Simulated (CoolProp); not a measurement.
Vapour-liquid equilibrium of propylene (1) + R125 (2) at 209.3 K; x and y are mole fractions of (1).

Model: multi-fluid Helmholtz-energy mixture model, Lemmon 2013 and Lemmon 2005; pair parameters Bell 2016, in CoolProp.

| x | bubble pressure, mixture model (MPa) | bubble pressure, Raoult's law (MPa) | y, mixture model | y, Raoult's law |
|---|---|---|---|---|
| 0.05 | 0.04928 | 0.04370 | 0.154 | 0.052 |
| 0.125 | 0.05513 | 0.04383 | 0.289 | 0.129 |
| 0.2 | 0.05874 | 0.04396 | 0.370 | 0.206 |
| 0.275 | 0.06091 | 0.04409 | 0.422 | 0.283 |
| 0.35 | 0.06215 | 0.04422 | 0.459 | 0.359 |
| 0.425 | 0.06280 | 0.04436 | 0.488 | 0.435 |
| 0.5 | 0.06304 | 0.04449 | 0.513 | 0.510 |
| 0.575 | 0.06296 | 0.04462 | 0.537 | 0.585 |
| 0.65 | 0.06251 | 0.04475 | 0.564 | 0.659 |
| 0.725 | 0.06154 | 0.04488 | 0.599 | 0.733 |
| 0.8 | 0.05971 | 0.04501 | 0.647 | 0.806 |
| 0.875 | 0.05648 | 0.04515 | 0.722 | 0.879 |
| 0.95 | 0.05097 | 0.04528 | 0.851 | 0.952 |

The largest gap from Raoult's law is +41.7 % in bubble pressure, at x = 0.5. y crosses x between x = 0.5 and 0.575: the model has an azeotrope there.

The pair parameters rest on a limited set of measurements; away from them the model extrapolates.
